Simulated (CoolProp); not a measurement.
trans-2-butene along the isotherm 203.65 °C: fugacity coefficient from the reference equation and from simpler models built on Tc = 155.5 °C, pc = 4.019 MPa, ω = 0.210; each cubic takes its own stable root.

Computed with CoolProp (reference Helmholtz-energy equation of state, Lemmon 2005). It is a short technical equation, of lower accuracy than the large ones.

```
p (MPa)          phase  reference  van der Waals  Redlich-Kwong  Peng-Robinson
-------  -------------  ---------  -------------  -------------  -------------
2.23               gas     0.8684              …         0.8660         0.8567
4.47     supercritical     0.7431         0.7490         0.7391         0.7270
6.7      supercritical     0.6264              …         0.6204              …
8.93     supercritical     0.5323         0.5325         0.5303         0.5252
11.2     supercritical          …         0.4783         0.4707         0.4650
13.4     supercritical          …              …         0.4319         0.4249
15.6     supercritical     0.3961         0.4238         0.4049              …
17.9     supercritical     0.3738         0.4096         0.3848         0.3746
20.1     supercritical     0.3584         0.4017         0.3711         0.3592
```

**Question.** Some entries are withheld; supply them.

**Answer.** 
- 2.23, van der Waals: 0.8747
- 6.7, van der Waals: 0.6212
- 6.7, Peng-Robinson: 0.6128
- 11.2, reference: 0.4679
- 13.4, reference: 0.4258
- 13.4, van der Waals: 0.4452
- 15.6, Peng-Robinson: 0.3963
